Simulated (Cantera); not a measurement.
# Equilibrium for sublimation and decomposition of ceramics: BN + N2

A closed system holds: 1 mol BN, 0.67 mol N2, at 2.00 bar.

Cantera equilibrium calculation (NASA polynomials, part measured and part estimated; ideal gas, pure solids and liquids). Candidate condensed phases: B, BN; 12 gas species. Ions and electrons are included (thermal ionisation). Equilibrium is a limit: real reactors are often held back by kinetics, nucleation or transport.

| T (K) | x N2 | x B | x BN | x N | x B2 | x B+ | x e- | n BN(s) | n B(l) |
|---|---|---|---|---|---|---|---|---|---|
| 2500 | 1.000 | 7.65e-6 | 4.15e-6 | 2.07e-7 | 2.57e-10 | 4.99e-11 | 4.99e-11 | 1.000 | 0 |
| 2750 | 1.000 | 0.000248 | 9.16e-5 | 1.70e-6 | 7.39e-8 | 1.84e-9 | 1.84e-9 | 1.000 | 0 |
| 3000 | 0.997 | 0.00231 | 0.000620 | 9.83e-6 | 2.18e-6 | 2.70e-8 | 2.70e-8 | 0 | 0.997 |
| 3250 | 0.987 | 0.0105 | 0.00214 | 4.34e-5 | 1.81e-5 | 2.19e-7 | 2.19e-7 | 0 | 0.985 |
| 3500 | 0.955 | 0.0383 | 0.00609 | 0.000153 | 0.000109 | 1.32e-6 | 1.32e-6 | 0 | 0.946 |
| 3750 | 0.868 | 0.117 | 0.0144 | 0.000442 | 0.000511 | 6.28e-6 | 6.27e-6 | 0 | 0.823 |
| 4000 | 0.662 | 0.308 | 0.0279 | 0.00102 | 0.00195 | 2.47e-5 | 2.46e-5 | 0 | 0.413 |
| 4250 | 0.532 | 0.433 | 0.0302 | 0.00216 | 0.00228 | 6.41e-5 | 6.39e-5 | 0 | 0 |
| 4500 | 0.530 | 0.437 | 0.0265 | 0.00463 | 0.00145 | 0.000130 | 0.000129 | 0 | 0 |
| 4750 | 0.527 | 0.439 | 0.0235 | 0.00917 | 0.000957 | 0.000244 | 0.000243 | 0 | 0 |
| 5000 | 0.521 | 0.439 | 0.0209 | 0.0169 | 0.000655 | 0.000432 | 0.000431 | 0 | 0 |
x: gas mole fraction; n: condensed amount in mol.

From 2500 K to 2750 K the condensed part is BN(s). From 3000 K to 4000 K the condensed part is B(l). From 4250 K to 5000 K nothing is condensed. The main B-bearing gas is B throughout.
